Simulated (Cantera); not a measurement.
An isothermal, constant-pressure homogeneous reactor starts with NH3 : N2 = 1 : 7.5 (molar parts), at 1575 K and 0.320 bar.

Computed with Cantera and the gas-phase N/H chemistry of the illustrative SiF4/NH3 mechanism in the Surface Chemkin manual (1991). Walls and surfaces, which speed up NH3 decomposition in real reactors, are not modelled.

Predict: x(NH3) at 10.0 s; x(NH) at 10.0 s; x(N2) at 10.0 s; x(H2) at 10.0 s; x(N2H4) at 10.0 s; x(H) at 10.0 s; x(NH2) at 10.0 s.


```json
{
  "x(NH3) at 10.0 s": "0.0714 (gas-phase equilibrium 9.08e-7)",
  "x(NH) at 10.0 s": "2.31e-7 (gas-phase equilibrium 5.82e-12)",
  "x(N2) at 10.0 s": "0.867 (gas-phase equilibrium 0.842)",
  "x(H2) at 10.0 s": "0.0621 (gas-phase equilibrium 0.158)",
  "x(N2H4) at 10.0 s": "6.51e-9 (gas-phase equilibrium <1e-12)",
  "x(H) at 10.0 s": "8.50e-6 (gas-phase equilibrium 2.94e-5)",
  "x(NH2) at 10.0 s": "2.28e-5 (gas-phase equilibrium 3.95e-10)"
}
```
